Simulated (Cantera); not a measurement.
Input (Python, Cantera) and output of one run.

```python
import numpy as np
import cantera as ct

gas_names = """
    H H2 N NH NH2 NH3 N2 N2H2 N2H4 Si SiH SiH2 SiH3 SiH4 SiN Si2 Si2N Si3
""".split()
cond_names = """
    Si(cr) Si(L) Si3N4(a)
""".split()


# ... load() reads the species with a 1 bar reference pressure and builds the phases ...
atoms = {
    'trisilylamine': {'Si': 3, 'N': 1, 'H': 9},
    'NH3': {'N': 1, 'H': 3},
    'N2': {'N': 2},
}
top_T = {'Si3N4(a)': 2400}  # K; cautious upper limits of use, not melting points


# ... equilibrate(T, P, feed) seeds the gas with the atoms and calls Mixture.equilibrate('TP', solver="vcs", rtol=1e-11, max_steps=5000) ...
results = []
feed = {'trisilylamine': 1, 'NH3': 1.8, 'N2': 16}  # mol
for P in [5, 17, 59, 210, 710, 2400, 8400, 29000, 100000]:
    for T in [1248, 1298, 1348, 1398, 1448, 1498, 1548, 1598, 1648, 1698, 1748, 1798]:
        mix = equilibrate(T, P, feed)
        results.append((T, P, feed, dict(zip(mix.species_names, mix.species_moles))))

for T, P, feed, n in results:
    print(f"{T:7g} {P:10.4g}  " + (" + ".join(c for c in cond_names if n.get(c, 0) > 1e-12) or "gas only"))
```

Result:

```
   1248          5  Si3N4(a)
   1298          5  Si3N4(a)
   1348          5  Si3N4(a)
   1398          5  Si3N4(a)
   1448          5  Si3N4(a)
   1498          5  Si(cr)
   1548          5  Si(cr)
   1598          5  Si(cr)
   1648          5  Si(cr)
   1698          5  Si(L)
   1748          5  Si(L)
   1798          5  Si(L)
   1248         17  Si3N4(a)
   1298         17  Si3N4(a)
   1348         17  Si3N4(a)
   1398         17  Si3N4(a)
   1448         17  Si3N4(a)
   1498         17  Si3N4(a)
   1548         17  Si(cr) + Si3N4(a)
   1598         17  Si(cr)
   1648         17  Si(cr)
   1698         17  Si(L)
   1748         17  Si(L)
   1798         17  Si(L)
   1248         59  Si3N4(a)
   1298         59  Si3N4(a)
   1348         59  Si3N4(a)
   1398         59  Si3N4(a)
   1448         59  Si3N4(a)
   1498         59  Si3N4(a)
   1548         59  Si3N4(a)
   1598         59  Si3N4(a)
   1648         59  Si(cr)
   1698         59  Si(L)
   1748         59  Si(L)
   1798         59  Si(L)
   1248        210  Si3N4(a)
   1298        210  Si3N4(a)
   1348        210  Si3N4(a)
   1398        210  Si3N4(a)
   1448        210  Si3N4(a)
   1498        210  Si3N4(a)
   1548        210  Si3N4(a)
   1598        210  Si3N4(a)
   1648        210  Si3N4(a)
   1698        210  Si(L)
   1748        210  Si(L)
   1798        210  Si(L)
   1248        710  Si3N4(a)
   1298        710  Si3N4(a)
   1348        710  Si3N4(a)
   1398        710  Si3N4(a)
   1448        710  Si3N4(a)
   1498        710  Si3N4(a)
   1548        710  Si3N4(a)
   1598        710  Si3N4(a)
   1648        710  Si3N4(a)
   1698        710  Si3N4(a)
   1748        710  Si3N4(a)
   1798        710  Si(L)
   1248       2400  Si3N4(a)
   1298       2400  Si3N4(a)
   1348       2400  Si3N4(a)
   1398       2400  Si3N4(a)
   1448       2400  Si3N4(a)
   1498       2400  Si3N4(a)
   1548       2400  Si3N4(a)
   1598       2400  Si3N4(a)
   1648       2400  Si3N4(a)
   1698       2400  Si3N4(a)
   1748       2400  Si3N4(a)
   1798       2400  Si3N4(a)
   1248       8400  Si3N4(a)
   1298       8400  Si3N4(a)
   1348       8400  Si3N4(a)
   1398       8400  Si3N4(a)
   1448       8400  Si3N4(a)
   1498       8400  Si3N4(a)
   1548       8400  Si3N4(a)
   1598       8400  Si3N4(a)
   1648       8400  Si3N4(a)
   1698       8400  Si3N4(a)
   1748       8400  Si3N4(a)
   1798       8400  Si3N4(a)
   1248    2.9e+04  Si3N4(a)
   1298    2.9e+04  Si3N4(a)
   1348    2.9e+04  Si3N4(a)
   1398    2.9e+04  Si3N4(a)
   1448    2.9e+04  Si3N4(a)
   1498    2.9e+04  Si3N4(a)
   1548    2.9e+04  Si3N4(a)
   1598    2.9e+04  Si3N4(a)
   1648    2.9e+04  Si3N4(a)
   1698    2.9e+04  Si3N4(a)
   1748    2.9e+04  Si3N4(a)
   1798    2.9e+04  Si3N4(a)
   1248      1e+05  Si3N4(a)
   1298      1e+05  Si3N4(a)
   1348      1e+05  Si3N4(a)
   1398      1e+05  Si3N4(a)
   1448      1e+05  Si3N4(a)
   1498      1e+05  Si3N4(a)
   1548      1e+05  Si3N4(a)
   1598      1e+05  Si3N4(a)
   1648      1e+05  Si3N4(a)
   1698      1e+05  Si3N4(a)
   1748      1e+05  Si3N4(a)
   1798      1e+05  Si3N4(a)
```

These are equilibrium values from Cantera (NASA tables, ideal gas, pure condensed phases), not measurements of a reactor. The feed counts by its element totals alone. Mutual solubility and eutectic melting of coexisting phases are not modelled.
